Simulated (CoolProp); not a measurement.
The numbers come from the reference Helmholtz-energy equation of state, Akasaka 2019 in CoolProp.

Task: For R1234ze(Z), give the phase and the Z, isothermal compressibility (1/MPa) at 75.55 °C and 1.54 MPa; 75.55 °C and 1.77 MPa.

Result: 
- 75.55 °C and 1.54 MPa: liquid; Z 0.0561, isothermal compressibility 0.00697
- 75.55 °C and 1.77 MPa: liquid; Z 0.0644, isothermal compressibility 0.00685
